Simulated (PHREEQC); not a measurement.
A made-up water analysis in mg/kgw, 25 °C, pH 5.74, pe -1.5:

```csv
constituent,mg/kgw
Na,0.0307
K,0.00593
Ca,0.0235
Mg,0.0104
Cl,0.0283
S(6) as SO4,0.0792
Alkalinity as HCO3,0.0649
F,1.08e-05
Br,0.00221
```

Valence states are taken as typed.

Model: ion-association model, phreeqc.dat, run in PHREEQC.

This is a speciation only: nothing precipitates in the calculation.

Question: Predict the ionic strength, charge-balance error.

Answer: ionic strength 7.19e-6 mol/kgw; charge-balance error -0.2 %.

Question: In which forms is C present?

Answer: CO2 80 %, HCO3- 20 % of the C.
